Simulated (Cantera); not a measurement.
Mixture: 38.0 % H2, 9.99 % O2, 52.0 % N2, equivalence ratio 1.9, at 11300 Torr, adiabatic and at constant volume. Ignition delay is the time to a rise of 400 K.

Detailed kinetics in Cantera: the H2/O2 subset of GRI-Mech 3.0, which has no nitrogen chemistry. The hydrogen kinetics of GRI-Mech 3.0 are dated; newer H2 mechanisms differ, most at raised pressure. The pressure lies above the range GRI-Mech 3.0 was tuned for (to about 10 atm).

**Question.** Predict: delay at 1125 K; delay at 1225 K; delay at 1325 K; delay at 1425 K; delay at 1525 K; apparent activation energy between 1425 and 1525 K.

**Answer.** 
- delay at 1125 K = 0.429 ms
- delay at 1225 K = 54.2 µs
- delay at 1325 K = 5.51 µs
- delay at 1425 K = 1.95 µs
- delay at 1525 K = 1.15 µs
- apparent activation energy between 1425 and 1525 K = 96 kJ/mol
